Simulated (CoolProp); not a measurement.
Vapour-liquid equilibrium of methanol (1) + water (2) at 434.7 K; x and y are mole fractions of (1).

Model: multi-fluid Helmholtz-energy mixture model, de Reuck 1993 and Wagner 2002; pair parameters Bell 2016, in CoolProp.

```tsv
x	bubble pressure (MPa)	y at the bubble point	dew pressure at overall composition x (MPa)	liquid density (mol/L)
0.05	0.7242	0.147	0.6685	47.55
0.15	0.8714	0.348	0.7263	42.67
0.25	1.005	0.486	0.7938	38.48
0.35	1.128	0.589	0.8730	34.84
0.45	1.243	0.672	0.9669	31.66
0.55	1.352	0.741	1.079	28.86
0.65	1.458	0.803	1.212	26.38
0.75	1.561	0.860	1.367	24.17
0.85	1.665	0.916	1.542	22.20
0.95	1.769	0.972	1.728	20.42
```

No azeotrope shows between x = 0.05 and 0.95.

The pair parameters rest on a limited set of measurements; away from them the model extrapolates.
